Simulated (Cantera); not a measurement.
Mixture: H₂ : O₂ : N₂ : NO = 1 : 0.685 : 2.58 : 0.021 (molar parts), at 4.84 atm, adiabatic and at constant pressure. Ignition delay is the time to a rise of 400 K.

Computed with Cantera and GRI-Mech 3.0 (53 species, 325 reactions). The hydrogen kinetics of GRI-Mech 3.0 are dated; newer H2 mechanisms differ, most at raised pressure. The mechanism lacks 2 NO + O2 → 2 NO2 and HONO, so NO2 and the effect of NO are under-described below about 1400 K. Where the delays flatten at high temperature, the 400 K rule measures the pace of heat release, not the induction time.

Question: What does this change do: pressure from 4.84 atm to 13.8 atm?

Answer: 
```
quantity          before     after
---------------  -------  --------
delay at 1175 K  15.1 µs   13.3 µs
delay at 1250 K  8.78 µs   5.98 µs
delay at 1325 K  5.80 µs   3.06 µs
delay at 1400 K  4.19 µs   1.84 µs
delay at 1475 K  3.22 µs   1.25 µs
delay at 1550 K  2.61 µs  0.930 µs
delay at 1625 K  2.21 µs  0.731 µs
```
The pressure lies above the range GRI-Mech 3.0 was tuned for (to about 10 atm).

Question: What does this change do: pressure from 4.84 atm to 4.54 atm?

Answer: 
```json
[
 {"quantity": "delay at 1175 K", "before": "15.1 µs", "after": "15.5 µs"},
 {"quantity": "delay at 1250 K", "before": "8.78 µs", "after": "9.19 µs"},
 {"quantity": "delay at 1325 K", "before": "5.80 µs", "after": "6.12 µs"},
 {"quantity": "delay at 1400 K", "before": "4.19 µs", "after": "4.45 µs"},
 {"quantity": "delay at 1475 K", "before": "3.22 µs", "after": "3.44 µs"},
 {"quantity": "delay at 1550 K", "before": "2.61 µs", "after": "2.80 µs"},
 {"quantity": "delay at 1625 K", "before": "2.21 µs", "after": "2.37 µs"}
]
```
